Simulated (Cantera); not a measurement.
Charge: 1 mol Al, 0.35 mol H2O, 15 mol H2, equilibrated at 775 K and 0.133 bar.

Equilibrium computed with Cantera from the NASA thermochemical tables; the gas is ideal and each condensed phase is pure. Candidate condensed phases: Al, Al2O3, H2O; 19 gas species. Equilibrium is a limit: real reactors are often held back by kinetics, nucleation or transport.

Base state: H2 1.00 (mole fractions); condensed: Al(s) + Al2O3(s).

What changes in the equilibrium state with this change: temperature from 775 K to 1723 K?


```
species        before     after
-------------  ------  --------
H2               1.00     0.993
Al2O            <1e-9   0.00333
Al              <1e-9   0.00239
H               <1e-9  0.000498
AlH             <1e-9  0.000493
Al(s), mol      0.767         0
Al2O3(s), mol   0.117    0.0995
Al(l), mol          0     0.654
```
Mutual solubility and eutectic melting of coexisting phases are not modelled.

What changes in the equilibrium state with this change: temperature from 775 K to 1898 K?


| species | before | after |
|---|---|---|
| H2 | 1.00 | 0.957 |
| Al2O | <1e-9 | 0.0219 |
| Al | <1e-9 | 0.0166 |
| AlH | <1e-9 | 0.00210 |
| H | <1e-9 | 0.00209 |
| Al2 | <1e-9 | 1.97e-5 |
| Al(s), mol | 0.767 | 0 |
| Al2O3(s), mol | 0.117 | 0 |
The tables' values for AlOH are old estimates; treat these amounts as uncertain.
